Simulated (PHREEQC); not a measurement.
0.025 g of hydrous ferric oxide (600 m²/g; 0.2 weak and 0.005 strong sites per Fe, Dzombak-Morel constants, diffuse double layer) in 1 kg of water with 0.005 mol/kgw of an inert sodium salt and 8.7e-07 mol/kgw H3BO3 and 1.3e-06 mol/kgw MgCl2, at 25 °C; the pH is set by adding NaOH or the inert anion's acid. Oxygen alone is held at its pressure in air (log pO2 = -0.68). CO2 from the air is kept out. Precipitation was switched off in this run.

Model: ion-association model, wateq4f.dat, run in PHREEQC.

```json
[
 {"pH": "3", "B sorbed (%)": "0.0", "Mg sorbed (%)": "0.0", "surface charge σ (C/m²)": "0.302", "surface potential ψ (mV)": "215"},
 {"pH": "4", "B sorbed (%)": "0.0", "Mg sorbed (%)": "0.0", "surface charge σ (C/m²)": "0.182", "surface potential ψ (mV)": "194"},
 {"pH": "5", "B sorbed (%)": "0.0", "Mg sorbed (%)": "0.0", "surface charge σ (C/m²)": "0.090", "surface potential ψ (mV)": "158"},
 {"pH": "6", "B sorbed (%)": "0.0", "Mg sorbed (%)": "0.0", "surface charge σ (C/m²)": "0.038", "surface potential ψ (mV)": "114"},
 {"pH": "7", "B sorbed (%)": "0.0", "Mg sorbed (%)": "0.1", "surface charge σ (C/m²)": "0.013", "surface potential ψ (mV)": "62"},
 {"pH": "8", "B sorbed (%)": "0.0", "Mg sorbed (%)": "5.9", "surface charge σ (C/m²)": "0.001", "surface potential ψ (mV)": "6"},
 {"pH": "9", "B sorbed (%)": "0.0", "Mg sorbed (%)": "83.5", "surface charge σ (C/m²)": "-0.009", "surface potential ψ (mV)": "-48"},
 {"pH": "10", "B sorbed (%)": "0.0", "Mg sorbed (%)": "99.7", "surface charge σ (C/m²)": "-0.029", "surface potential ψ (mV)": "-100"},
 {"pH": "11", "B sorbed (%)": "0.0", "Mg sorbed (%)": "100.0", "surface charge σ (C/m²)": "-0.078", "surface potential ψ (mV)": "-146"}
]
```

The oxide is taken as insoluble; below pH 4 it would dissolve.
